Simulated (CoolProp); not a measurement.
R1234ze(Z) along the isotherm 283.5 K: Z from the reference equation and from simpler models built on Tc = 423.3 K, pc = 35.31 bar, ω = 0.327; each cubic takes its own stable root.

The numbers come from the reference Helmholtz-energy equation of state, Akasaka 2019 in CoolProp.

| p (bar) | phase | reference | van der Waals | Redlich-Kwong | Soave-Redlich-Kwong | Peng-Robinson |
|---|---|---|---|---|---|---|
| 24.3 | liquid | 0.09262 | 0.1723 | 0.1190 | 0.1138 | 0.1008 |
| 48.6 | liquid | 0.1843 | 0.3380 | 0.2353 | 0.2258 | 0.2002 |
| 72.9 | liquid | 0.2750 | 0.4990 | 0.3493 | 0.3364 | 0.2985 |
| 97.1 | liquid | 0.3645 | 0.6559 | 0.4609 | 0.4452 | 0.3954 |
| 121 | liquid | 0.4522 | 0.8081 | 0.5697 | 0.5514 | 0.4902 |
